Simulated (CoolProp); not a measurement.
Saturation properties of CF4 (R14) (Tc = -45.8 °C, pc = 3.762 MPa, ω = 0.178).

Values from CoolProp's reference Helmholtz-energy equation of state, Platzer 1990. This equation is an older, rougher fit; its heat capacities, sound speeds and derivatives of the liquid may be far off and weren't checked against measurements.

```
T (°C)   p (MPa)  vapour density (kg/m³)  enthalpy of vaporisation (kJ/kg)  surface tension (mN/m)  liquid viscosity (µPa s)
-------  -------  ----------------------  --------------------------------  ----------------------  ------------------------
-113.65   0.2521                   17.97                             126.0                    9.46                       182
-104.85   0.4045                   28.22                             120.0                    7.97                       159
-96.15    0.6146                   42.44                             113.3                    6.54                       139
-87.45    0.8963                   62.07                             105.7                    5.18                       122
-78.65     1.268                   89.54                             96.70                    3.86                       107
-69.95     1.738                   127.8                             85.96                    2.64                      92.6
-61.25     2.326                   184.4                             72.30                    1.53                      78.5
-52.45     3.067                   283.4                             52.13                   0.545                      62.3
```

It boils at -128.0 °C under 1 atm.

Viscosity comes from a separate model (Huber 2003), an estimate that may be off by 10 % or more. Surface tension comes from a separate correlation (Mulero 2012).
